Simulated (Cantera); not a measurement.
Feed: 1 mol Si3N4, 1.3 mol CO2, a varied amount of N2, held at 1200 K and 1280 Torr.

Equilibrium computed with Cantera from the NASA thermochemical tables; the gas is ideal and each condensed phase is pure. Candidate condensed phases: C, Si, SiC, SiO2, Si2N2O, Si3N4; 34 gas species. Mutual solubility and eutectic melting of coexisting phases are not modelled. The tables hold silica as quartz up to 1696 K and as liquid above; real silica turns to tridymite and cristobalite and melts near 1996 K. Rates play no part.

Q: Which condensed phases are stable at each of these points (n(N2) (mol)): 4.1, 7.3, 13, 24, 43, 77, 140?

A: 
| n(N2) (mol) | condensed phases | Si condensed (%) |
|---|---|---|
| 4.1 | C(graphite) + SiO2(β-quartz) + Si2N2O(s) | 100.0 |
| 7.3 | C(graphite) + SiO2(β-quartz) + Si2N2O(s) | 100.0 |
| 13 | C(graphite) + SiO2(β-quartz) + Si2N2O(s) | 100.0 |
| 24 | C(graphite) + SiO2(β-quartz) + Si2N2O(s) | 100.0 |
| 43 | C(graphite) + SiO2(β-quartz) + Si2N2O(s) | 100.0 |
| 77 | C(graphite) + SiO2(β-quartz) + Si2N2O(s) | 100.0 |
| 140 | C(graphite) + Si2N2O(s) | 100.0 |

From 4.1 mol N2 to 77 mol N2 the condensed part is C(graphite) + SiO2(β-quartz) + Si2N2O(s). At 140 mol N2 the condensed part is C(graphite) + Si2N2O(s).
